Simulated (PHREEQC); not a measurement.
Make-up at 20 °C: 0.0025 mol/kgw CdCl2, 0.12 mol/kgw CuCl2, 0.0043 mol/kgw HCl and 0.22 mol/kgw NaCl. Closed to the air; pH follows from the charge balance.

Model: ion-association model, phreeqc.dat, run in PHREEQC.

```json
[
 {"quantity": "pH", "before": "2.48", "after": "4.35"},
 {"quantity": "ionic strength (mol/kgw)", "before": "0.536", "after": "0.536"},
 {"quantity": "Cl- (mol/kgw)", "before": "0.440", "after": "0.440"},
 {"quantity": "Cu+2 (mol/kgw)", "before": "0.0962", "after": "0.0962"},
 {"quantity": "CuCl+ (mol/kgw)", "before": "0.0220", "after": "0.0219"},
 {"quantity": "CuCl2 (mol/kgw)", "before": "0.00182", "after": "0.00182"},
 {"quantity": "SI of Halite (NaCl)", "before": "-2.91", "after": "-2.91"}
]
```

**Question.** Which change was made?
A. HCl replaced by LiCl at the same molality
B. NaCl from 0.22 to 1.1 mol/kgw
C. diluted 10-fold with water
D. temperature from 20 to 35 °C

**Answer.** A, HCl replaced by LiCl at the same molality

Precipitation was switched off in this run.
